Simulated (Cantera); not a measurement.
**Low-pressure radical oxidation in H2/O2**

An isothermal, constant-pressure homogeneous reactor starts with 17.4 % H₂, 58.1 % O₂, 24.4 % N₂, equivalence ratio 0.15, at 1125 K and 2670 Pa.

Cantera simulation using GRI-Mech 3.0 (53 species, 325 reactions); the numbers are that mechanism's predictions, not measurements. Radical loss at walls, strong at low pressure, is not modelled. The temperature is held fixed by assumption; the heat of reaction is taken as removed at once.

| t (s) | x H₂ | x O₂ | x H₂O₂ | x OH | x NO₂ | x H |
|---|---|---|---|---|---|---|
| 2.00e-6 | 0.174 | 0.581 | <1e-12 | 1.50e-12 | <1e-12 | 8.04e-11 |
| 1.62e-5 | 0.174 | 0.581 | <1e-12 | 6.90e-11 | <1e-12 | 6.13e-10 |
| 0.000131 | 0.174 | 0.581 | 5.00e-12 | 2.90e-9 | <1e-12 | 1.12e-8 |
| 0.00106 | 0.113 | 0.550 | 5.15e-7 | 0.00594 | <1e-12 | 0.0292 |
| 0.00861 | 0.00164 | 0.535 | 7.00e-7 | 0.00264 | 1.51e-10 | 0.00347 |
| 0.0697 | 1.75e-5 | 0.541 | 1.69e-7 | 0.000269 | 3.84e-9 | 3.82e-6 |
| 0.565 | 6.24e-7 | 0.541 | 2.14e-8 | 5.45e-5 | 4.20e-9 | 3.14e-8 |
| 4.57 | 5.08e-8 | 0.541 | 2.81e-9 | 1.60e-5 | 2.29e-9 | 7.93e-10 |
| 37.0 | 6.42e-9 | 0.541 | 4.28e-10 | 5.70e-6 | 4.85e-9 | 3.65e-11 |
| 300 | 3.86e-9 | 0.541 | 2.69e-10 | 4.39e-6 | 7.58e-9 | 1.70e-11 |
x: mole fraction; the columns are a selection and need not sum to one.

Equilibrium at this temperature and pressure: H₂ 3.86e-9, O₂ 0.541, H₂O₂ 2.69e-10, OH 4.39e-6, NO₂ 6.48e-7, H 1.70e-11 (gas phase only).
